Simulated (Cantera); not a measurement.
An isothermal, constant-pressure homogeneous reactor starts with CH₃OH : O₂ : N₂ = 0.014 : 0.0031 : 1 (molar parts), at 1600 K and 9.87 atm.

Model: GRI-Mech 3.0 (53 species, 325 reactions), integrated in Cantera. GRI-Mech 3.0 was tuned for natural gas; its chemistry of methanol as a main component is partial and can be far from experiment.

x: mole fraction; the columns are a selection and need not sum to one.

```tsv
t (s)	x CH₃OH	x O₂	x H₂O₂	x NO	x CO₂	x CO	x HO₂
0.000400	5.18e-9	1.47e-5	1.41e-10	1.98e-7	0.000402	0.0129	1.58e-8
0.000841	2.29e-9	9.45e-6	5.42e-11	1.88e-7	0.000417	0.0129	6.07e-9
0.00177	1.26e-9	5.93e-6	2.26e-11	1.78e-7	0.000432	0.0129	2.53e-9
0.00372	8.37e-10	3.16e-6	9.13e-12	1.64e-7	0.000451	0.0129	1.02e-9
0.00783	6.43e-10	1.16e-6	2.81e-12	1.43e-7	0.000480	0.0129	3.14e-10
0.0165	5.63e-10	1.89e-7	<1e-12	1.12e-7	0.000528	0.0128	4.73e-11
0.0346	5.39e-10	?	<1e-12	?	?	0.0127	1.24e-12
0.0729	5.21e-10	2.73e-12	<1e-12	2.45e-8	0.000735	0.0126	<1e-12
0.153	4.99e-10	<1e-12	<1e-12	3.12e-9	0.000873	0.0125	<1e-12
0.322	4.79e-10	<1e-12	<1e-12	4.71e-10	0.000953	0.0124	<1e-12
0.678	4.57e-10	<1e-12	<1e-12	4.64e-10	0.000966	0.0124	<1e-12
1.43	4.21e-10	<1e-12	<1e-12	5.04e-10	0.000966	0.0124	<1e-12
3.00	3.64e-10	<1e-12	<1e-12	5.81e-10	0.000964	0.0124	<1e-12
```

Complete the blanks.


- 0.0346, x O₂: 5.00e-9
- 0.0346, x NO: 6.85e-8
- 0.0346, x CO₂: 0.000610
